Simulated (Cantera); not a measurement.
An isothermal, constant-pressure homogeneous reactor starts with NO : N2 = 1 : 0.36 (molar parts), at 1850 K and 4300 Pa.

Model: GRI-Mech 3.0 (53 species, 325 reactions), integrated in Cantera. Radical loss at walls, strong at low pressure, is not modelled.

Problem. Predict: x(NO) at 7.00 s; x(N2) at 7.00 s; x(NO2) at 7.00 s; x(O2) at 7.00 s; x(N2O) at 7.00 s; x(O) at 7.00 s.

Solution. 
```json
{
 "x(NO) at 7.00 s": "0.590 (gas-phase equilibrium 0.00580)",
 "x(N2) at 7.00 s": "0.337 (gas-phase equilibrium 0.629)",
 "x(NO2) at 7.00 s": "0.000159 (gas-phase equilibrium 3.58e-6)",
 "x(O2) at 7.00 s": "0.0724 (gas-phase equilibrium 0.364)",
 "x(N2O) at 7.00 s": "0.000116 (gas-phase equilibrium 6.13e-8)",
 "x(O) at 7.00 s": "0.000280 (gas-phase equilibrium 0.000565)"
}
```
